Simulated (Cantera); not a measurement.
A Cantera script and what it prints.

```python
import numpy as np
import cantera as ct

gas_names = """
    Electron C C+ C- CH CH+ CH2 CH3 CH4 CN CN+ CN- C2 C2+ C2- C2H C2H2,acetylene C2H2,vinylidene
    C2H3,vinyl CH3CN C2H4 C2H5 C2H6 CCN CNC C2N2 C3 C3H3,propargyl C3H4,allene C3H4,propyne C3H4,cyclo-
    C3H5,allyl C3H6,propylene C3H6,cyclo- C3H7,n-propyl C3H7,i-propyl C3H8 C4 C4H2 C4H4,1,3-cyclo-
    C4H6,butadiene C4H6,2-butyne C4H6,cyclo- C4H8,1-butene C4H8,cis2-buten C4H8,tr2-butene
    C4H8,isobutene C4H8,cyclo- C4H9,n-butyl C4H9,i-butyl C4H9,s-butyl C4H9,t-butyl C4H10,isobutane
    C4H10,n-butane C4N2 C5 C5H6,1,3cyclo- C5H8,cyclo- C5H10,1-pentene C5H10,cyclo- C5H11,pentyl
    C5H11,t-pentyl C5H12,n-pentane C5H12,i-pentane CH3C(CH3)2CH3 C6H2 C6H5,phenyl C6H6 C6H10,cyclo-
    C6H12,1-hexene C6H12,cyclo- C6H13,n-hexyl C7H7,benzyl C7H8 C7H14,1-heptene C7H15,n-heptyl
    C7H16,n-heptane C8H8,styrene C8H10,ethylbenz C8H16,1-octene C8H17,n-octyl C8H18,isooctane
    C8H18,n-octane C9H19,n-nonyl C10H8,naphthale C10H21,n-decyl C12H9,o-bipheny C12H10,bipheny H H+ H-
    HCN HCCN HNC H2 H2+ H2- N N+ N- NH NH+ NH2 NH3 NH4+ N2 N2+ N2- N2H2 N2H4
""".split()
cond_names = """
    C(gr) C6H6(L) C7H8(L) C8H18(L),n-octa
""".split()


def load(file, names, dense=False):
    # The tables refer to 1 bar. Condensed volumes are neglected.
    table = {s.name: s for s in ct.Species.list_from_file(file)}
    out = []
    for n in names:
        d = dict(table[n].input_data)
        d["thermo"] = dict(d["thermo"], **{"reference-pressure": 1e5})
        if dense:
            d["equation-of-state"] = {"model": "constant-volume", "density": "1e6 g/cm^3"}
        out.append(ct.Species.from_dict(d))
    return out


gas = ct.Solution(thermo="ideal-gas", species=load("nasa_gas.yaml", gas_names))
cond = {s.name: ct.Solution(thermo="fixed-stoichiometry", species=[s], name=s.name)
        for s in load("nasa_condensed.yaml", cond_names, dense=True)}
atoms = {
    'C3H8': {'C': 3, 'H': 8},
    'H2': {'H': 2},
    'N2': {'N': 2},
}
top_T = {'C(gr)': 4500}  # K; cautious upper limits of use, not melting points


def equilibrate(T, P, feed):
    n = {}
    for name, mol in feed.items():
        for a, k in atoms[name].items():
            n[a] = n.get(a, 0.0) + k * mol
    gas.TPX = T, P, n
    mass = sum(n.values()) * gas.mean_molecular_weight
    gas.equilibrate("TP")
    valid = [c for c in cond.values() if c.min_temp <= T <= top_T.get(c.name, c.max_temp)]
    mix = ct.Mixture([(gas, mass / gas.mean_molecular_weight)] + [(c, 0.0) for c in valid])
    mix.T, mix.P = T, P
    mix.equilibrate("TP", solver="vcs", rtol=1e-11, max_steps=5000)
    return mix


results = []
feed = {'C3H8': 1, 'H2': 0.42, 'N2': 14}  # mol
P = 14000  # Pa
for T in [3000, 3250, 3500, 3750, 4000, 4250, 4500, 4750, 5000]:
    mix = equilibrate(T, P, feed)
    results.append((T, P, feed, dict(zip(mix.species_names, mix.species_moles))))

top = {s: max(r[3][s] / sum(r[3][g] for g in gas_names) for r in results) for s in gas_names}
cols = sorted((s for s in top if top[s] > 0.0001), key=lambda s: -top[s])[:7]
seen = [c for c in cond_names if any(r[3].get(c, 0) > 1e-12 for r in results)]
print("log10 of partial pressures in bar; condensed amounts in mol")
print(f"{'T/K':>10s}" + "".join(f"{s[:9]:>10s}" for s in cols + seen))
for T, P, feed, n in results:
    ng = sum(n[g] for g in gas_names)
    print(f"{T:10.4g}" + "".join(f"{np.log10(max(n[s] / ng * P / 1e5, 1e-99)):10.3f}" for s in cols)
          + "".join(f"{n.get(c, 0):10.4g}" for c in seen))
```

It prints:

```
log10 of partial pressures in bar; condensed amounts in mol
       T/K        N2         H        H2         C         N       HCN        CN     C(gr)
      3000    -1.031    -1.706    -1.809    -4.295    -5.372    -2.119    -3.003     1.037
      3250    -1.064    -1.518    -2.049    -3.451    -4.741    -2.192    -2.552         0
      3500    -1.087    -1.395    -2.333    -2.917    -4.198    -2.479    -2.352         0
      3750    -1.105    -1.340    -2.682    -2.514    -3.725    -2.839    -2.238         0
      4000    -1.118    -1.321    -3.046    -2.232    -3.310    -3.251    -2.206         0
      4250    -1.127    -1.317    -3.394    -2.059    -2.941    -3.703    -2.251         0
      4500    -1.134    -1.318    -3.714    -1.963    -2.613    -4.167    -2.349         0
      4750    -1.145    -1.323    -4.007    -1.910    -2.321    -4.620    -2.470         0
      5000    -1.163    -1.330    -4.277    -1.881    -2.061    -5.054    -2.601         0
```

Method: chemical equilibrium by Gibbs-energy minimisation in Cantera with the NASA 1993 tables (ideal gas, pure condensed phases).
